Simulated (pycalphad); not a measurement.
CALPHAD calculation (pycalphad, COST 507 light-alloy database (1999)), 1 atm. No gas phase is included, though pure Mg would boil below 1650 K. These are 1990s assessments: newer ones move some temperatures and phases. Kinetics are ignored, which matters at the lower temperatures.

Molar enthalpy of Al-1.551Mg-0.9902Si (wt.%) in equilibrium (SER reference):

```csv
T (K),H (kJ/mol),phases
1650,51.63,LIQUID
1550,48.46,LIQUID
1450,45.28,LIQUID
1350,42.11,LIQUID
1250,38.93,LIQUID
1150,35.76,LIQUID
1050,32.58,LIQUID
1000,30.99,LIQUID
950,29.41,LIQUID
850,15.63,FCC_A1 + MG2SI
800,13.78,FCC_A1 + MG2SI
750,12.06,FCC_A1 + MG2SI
650,8.91,FCC_A1 + MG2SI
550,6.01,FCC_A1 + MG2SI + DIAMOND_A4
450,3.29,FCC_A1 + MG2SI + DIAMOND_A4
350,0.72,FCC_A1 + MG2SI + DIAMOND_A4
```

Cooling from 950 K to 850 K, across the freezing range, releases 13.8 kJ/mol, or 511 J/g. The slope is 32 J/(mol K) in the liquid and 37 J/(mol K) just below the solidus, where it includes any heat of precipitation. Liquidus 920 K, solidus 855 K. Changes were sought between steps of 50 K, so a narrower field can be missed.

Database names, with the compositions (at.%) that they take in these runs: MG2SI: Mg 67 Si 33. FCC_A1 is fcc; DIAMOND_A4 is diamond (Si).
